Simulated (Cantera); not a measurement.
Input: 1 mol CH₃SiCl₃, 0.052 mol C₂H₄, 120 mol H₂, equilibrated at 0.100 bar.

Cantera equilibrium calculation (NASA polynomials, part measured and part estimated; ideal gas, pure solids and liquids). Candidate condensed phases: C, C₆H₆, C₇H₈, C₈H₁₈, Si, SiC; 109 gas species. The feed counts by its element totals alone. The tables' values for SiCl are old estimates; treat these amounts as uncertain. Gases not in the tables: Si₂H₆ and higher silanes. The numbers say what is thermodynamically allowed, not how fast it happens.

Question: At 2550 K, list the 6 most abundant gas species with their mole fractions, and the condensed phases.

Answer: H₂ 0.874, H 0.0922, HCl 0.0212, Si 0.00600, C₂H₂ (acetylene) 0.00355, Cl 0.00157. Condensed: gas only.
